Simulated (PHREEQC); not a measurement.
Solution (25 °C): 0.0067 mol HF and 0.024 mol (CH3)4NF per kg of water. Closed to the air; pH follows from the charge balance.

The numbers come from PHREEQC with the ion-association model, phreeqc.dat.

```
Item                      Result
----------------  --------------
pH                          3.71
ionic strength    0.0242 mol/kgw
total alkalinity    -6.70 meq/kg
```

| species | molality | activity | log γ |
|---|---|---|---|
| (CH3)4N+ | 0.0240 | 0.0206 | -0.066 |
| F- | 0.0237 | 0.0203 | -0.067 |
| HF | 0.00594 | 0.00597 | 0.002 |
| HF2- | 0.000540 | 0.000465 | -0.065 |
| H+ | 0.000222 | 0.000196 | -0.054 |

This is a speciation only: nothing precipitates in the calculation. (CH3)4N+ isn't in the database: it is added as a free cation with an ion size of 4 Å.
